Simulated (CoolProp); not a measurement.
Saturation properties of n-perfluorohexane.

The numbers come from the reference Helmholtz-energy equation of state, Gao 2022 in CoolProp.

| T (°C) | p (MPa) | liquid density (kg/m³) | vapour density (kg/m³) | enthalpy of vaporisation (kJ/kg) | liquid cp (kJ/(kg K)) |
|---|---|---|---|---|---|
| 78.15 | 0.1961 | 1508 | 25.27 | 78.17 | 1.134 |
| 82.65 | 0.2232 | 1492 | 28.72 | 76.72 | 1.142 |
| 87.25 | 0.2537 | 1475 | 32.63 | 75.20 | 1.151 |
| 91.75 | 0.2866 | 1458 | 36.89 | 73.67 | 1.160 |
| 96.25 | 0.3226 | 1441 | 41.61 | 72.09 | 1.169 |
| 100.75 | 0.3619 | 1423 | 46.84 | 70.45 | 1.179 |
| 105.25 | 0.4048 | 1404 | 52.64 | 68.75 | 1.189 |
| 109.75 | 0.4514 | 1385 | 59.08 | 66.98 | 1.200 |
| 114.25 | 0.5020 | 1365 | 66.24 | 65.14 | 1.212 |
| 118.75 | 0.5568 | 1343 | 74.22 | 63.22 | 1.225 |

It boils at 57.1 °C under 1 atm.
